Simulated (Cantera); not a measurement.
A freely propagating, adiabatic, planar premixed flame of 10.9 % C2H4, 23.4 % O2, 60.8 % N2, 4.91 % CO2, equivalence ratio 1.4, unburnt at 500 K and 1650 Torr; mixture-averaged transport, grid criteria slope 0.08 and curve 0.16, no radiation.

Computed with Cantera and GRI-Mech 3.0 (53 species, 325 reactions). GRI-Mech 3.0 was tuned for natural gas; its chemistry of ethylene as a main component is partial and can be far from experiment. Burning velocities carry a grid error of a few per cent, more on coarse grids.

Q: Predict: laminar burning velocity; thermal thickness; peak x(CH3); peak x(O); peak x(HO2).

A: 
- laminar burning velocity = 215 cm/s
- thermal thickness = 0.0921 mm
- peak x(CH3) = 0.00224
- peak x(O) = 0.00336
- peak x(HO2) = 0.00138
